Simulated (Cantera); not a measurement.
**Fluorocarbon and chlorocarbon gases: CCl₄ + F₂ + H₂**

A closed system holds: 1 mol CCl₄, a varied amount of F₂, 0.098 mol H₂, at 1748 K and 1.00 Pa.

Equilibrium computed with Cantera from the NASA thermochemical tables; the gas is ideal and each condensed phase is pure. Candidate condensed phases: C, C₆H₆, C₇H₈, C₈H₁₈; 118 gas species. Gases not in the tables: C₂F₆ and larger saturated fluorocarbons. Rates play no part.

```
n(F₂) (mol)   x Cl       x F    x HF     x HCl     x CF₂     x CF₄     x Cl₂  n C(graphite)
-----------  -----  --------  ------  --------  --------  --------  --------  -------------
0.066        0.952  0.000316  0.0316    0.0157   1.94e-7    <1e-12  0.000150          1.000
0.079        0.952  0.000606  0.0374   0.00971   7.12e-7  4.92e-12  0.000150          1.000
0.095        0.951   0.00199  0.0433   0.00343   7.66e-6  5.70e-10  0.000150          1.000
0.11         0.947   0.00659  0.0454   0.00108   8.42e-5   6.88e-8  0.000149          1.000
0.14         0.935    0.0186  0.0455  0.000377  0.000672   4.39e-6  0.000145          0.997
0.16         0.927    0.0262  0.0452  0.000264   0.00133   1.73e-5  0.000142          0.994
0.2          0.912    0.0400  0.0445  0.000168   0.00310   9.36e-5  0.000138          0.986
0.23         0.901    0.0493  0.0441  0.000133   0.00470  0.000215  0.000135          0.978
0.28         0.885    0.0629  0.0433  0.000101   0.00766  0.000570  0.000130          0.962
0.34         0.868    0.0769  0.0425   7.92e-5    0.0114   0.00127  0.000125          0.941
```
x: gas mole fraction; n: condensed amount in mol.

From 0.066 mol F₂ to 0.34 mol F₂ the condensed part is C(graphite). The main C-bearing gas is CF at 0.066 mol F₂ and CF₂ at 0.34 mol F₂.
